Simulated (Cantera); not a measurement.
## Ignition delay

Mixture: CH₄ : C₂H₆ : C₃H₈ : O₂ : N₂ = 1 : 0.13 : 0.11 : 2.1 : 12.8 (molar parts), equivalence ratio 1.4, at 1350 Torr, adiabatic and at constant pressure. Ignition delay is the time to a rise of 400 K.

Cantera simulation using GRI-Mech 3.0 (53 species, 325 reactions); the numbers are that mechanism's predictions, not measurements.

```json
[
 {"T0 (K)": "1300", "delay (ms)": "1.26"},
 {"T0 (K)": "1350", "delay (ms)": "0.696"},
 {"T0 (K)": "1400", "delay (ms)": "0.401"},
 {"T0 (K)": "1450", "delay (ms)": "0.242"},
 {"T0 (K)": "1500", "delay (ms)": "0.153"},
 {"T0 (K)": "1550", "delay (ms)": "0.101"},
 {"T0 (K)": "1600", "delay (ms)": "0.0692"},
 {"T0 (K)": "1650", "delay (ms)": "0.0493"}
]
```

```
Property                                                Result
--------------------------------------------------  ----------
apparent activation energy between 1550 and 1650 K  150 kJ/mol
```
